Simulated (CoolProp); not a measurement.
Isopentane along the isotherm 232.8 K: density (kg/m³) from the reference equation and from simpler models built on Tc = 460.3 K, pc = 3.378 MPa, ω = 0.227; each cubic takes its own stable root.

The numbers come from the reference Helmholtz-energy equation of state, Lemmon 2006 in CoolProp. It is a short technical equation, of lower accuracy than the large ones.

```tsv
p (MPa)	phase	reference
0.563	liquid	678.0
1.13	liquid	678.5
1.69	liquid	678.9
2.25	liquid	679.4
2.82	liquid	679.8
3.38	liquid	680.3
3.94	liquid	680.7
4.5	liquid	681.1
5.07	liquid	681.6
```

**Question.** How far does each simpler model (van der Waals, Redlich-Kwong, Soave-Redlich-Kwong, Peng-Robinson) lie from the reference over these 9 states: mean and median of the absolute difference, and the worst?

**Answer.** 
- van der Waals: mean 38.1 %, median 38.1 %, worst -38.5 % at 232.8 K and 0.563 MPa
- Redlich-Kwong: mean 8.6 %, median 8.6 %, worst -8.8 % at 232.8 K and 0.563 MPa
- Soave-Redlich-Kwong: mean 7.1 %, median 7.1 %, worst -7.2 % at 232.8 K and 0.563 MPa
- Peng-Robinson: mean 4.4 %, median 4.4 %, worst +4.4 % at 232.8 K and 5.07 MPa
